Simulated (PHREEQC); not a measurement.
## Brine

Make-up at 25 °C and 300 atm: 1.7 mol LiBr, 0.0065 mol H3BO3 and 0.0345 mol MgCl2 per kg of water. Closed to the air; pH follows from the charge balance.

Model: Pitzer model, pitzer.dat, run in PHREEQC.

Precipitation was switched off in this run.

Question: Predict the pH.

Answer: pH 5.12.

Species that the database lacks are ignored. In brines, pH and single-ion activities rest on the MacInnes convention. Under pressure, the constants of complexes without a molar volume in the database are unreliable.
